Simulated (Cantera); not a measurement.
## Gas-phase reforming

An isothermal, constant-pressure homogeneous reactor starts with 58.1 % CH₄, 41.9 % H₂O, at 1775 K and 90.0 Torr.

Model: GRI-Mech 3.0 (53 species, 325 reactions), integrated in Cantera. GRI-Mech 3.0 stops at C3 and has no aromatics, soot or wall deposition, so with more carbon than oxygen in the feed, carbon stays in small species such as C2H2 where larger ones or solid carbon would form.

```
t (s)       x CH₄   x H₂O   x CH₂O     x CH₃    x C₂H₆     x OH
--------  -------  ------  -------  --------  --------  -------
0.000100    0.579   0.418  4.98e-7   0.00157   2.60e-5  3.66e-6
0.000226    0.575   0.418  4.58e-6   0.00326  0.000185  7.58e-6
0.000511    0.560   0.415  2.66e-5   0.00598  0.000826  1.43e-5
0.00115     0.494   0.402  5.33e-5   0.00809   0.00164  2.12e-5
0.00261     0.356   0.365  3.30e-5   0.00614  0.000910  1.99e-5
0.00589     0.226   0.324  1.60e-5   0.00388  0.000341  1.75e-5
0.0133      0.127   0.292  8.02e-6   0.00232  0.000115  1.66e-5
0.0301     0.0624   0.265  3.90e-6   0.00127   3.19e-5  1.66e-5
0.0679     0.0311   0.235  1.94e-6  0.000700   9.08e-6  1.62e-5
0.153      0.0209   0.193  1.07e-6  0.000477   4.09e-6  1.35e-5
0.347      0.0164   0.139  5.54e-7  0.000357   2.29e-6  9.31e-6
0.784      0.0117  0.0846  2.22e-7  0.000244   1.07e-6  5.41e-6
1.77      0.00735  0.0405  6.68e-8  0.000148   3.98e-7  2.51e-6
4.00      0.00395  0.0130  1.73e-8   7.82e-5   1.15e-7  7.92e-7
```
x: mole fraction; the columns are a selection and need not sum to one.

Equilibrium at this temperature and pressure: CH₄ 0.00108, H₂O 3.10e-7, CH₂O 7.84e-9, CH₃ 2.13e-5, C₂H₆ 1.32e-8, OH 1.87e-11 (gas phase only).
